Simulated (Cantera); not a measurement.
Input: 1 mol CH₄, 0.13 mol NH₃, 3.6 mol N₂, equilibrated at 10.0 Torr.

Method: chemical equilibrium by Gibbs-energy minimisation in Cantera with the NASA 1993 tables (ideal gas, pure condensed phases). Candidate condensed phases: C, C₆H₆, C₇H₈, C₈H₁₈; 92 gas species. Kinetics and transport are ignored.

x: gas mole fraction; n: condensed amount in mol.

```csv
T (K),x N₂,x H₂,x CH₄,x H,x HCN,n C(graphite)
525,0.727,0.111,0.162,<1e-12,<1e-12,0.182
725,0.631,0.360,0.00887,<1e-12,5.57e-9,0.948
925,0.626,0.374,0.000423,1.38e-9,6.84e-7,0.998
1125,0.625,0.374,5.39e-5,2.35e-7,1.49e-5,1.000
1325,0.625,0.374,___,___,___,0.999
1525,0.625,0.374,4.26e-6,0.000125,0.000608,0.996
1725,0.624,0.373,1.85e-6,0.000982,0.00202,0.987
1925,0.621,0.368,9.44e-7,0.00502,0.00519,0.966
2125,0.614,0.355,5.23e-7,0.0187,0.0109,0.924
2325,0.598,___,___,___,___,___
2525,0.569,0.268,1.38e-7,0.126,0.0294,0.745
```

Q: Complete the blanks.

A: 
- 1325, x CH₄: 1.26e-5
- 1325, x H: 8.67e-6
- 1325, x HCN: 0.000126
- 2325, x H₂: 0.325
- 2325, x CH₄: 2.87e-7
- 2325, x H: 0.0543
- 2325, x HCN: 0.0195
- 2325, n C(graphite): 0.851
